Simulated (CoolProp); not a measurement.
A single-stage vapour-compression cycle with R1233zd(E): evaporating at 306.15 K (dew point), condensing at 336.15 K (bubble point), superheat 2 K, subcooling 0 K, compressor efficiency 0.6, no pressure losses. Each further row changes one setting.

Computed with CoolProp (reference Helmholtz-energy equation of state, Akasaka 2022).

```
case                              cooling COP  pressure ratio  discharge temperature (K)  refrigerating effect (kJ/kg)  volumetric capacity (kJ/m³)
--------------------------------  -----------  --------------  -------------------------  ----------------------------  ---------------------------
as stated                                5.36            2.47                      346.8                           151                         1410
evaporating temperature 311.15 K         6.67            2.10                      345.0                           155                         1680
condensing temperature 331.15 K          6.60            2.15                      340.8                           158                         1470
subcooling 5 K                           5.58            2.47                      346.8                           158                         1470
superheat 12 K                           5.43            2.47                      357.1                           160                         1430
compressor efficiency 0.5                4.47            2.47                      352.9                           151                         1410
```
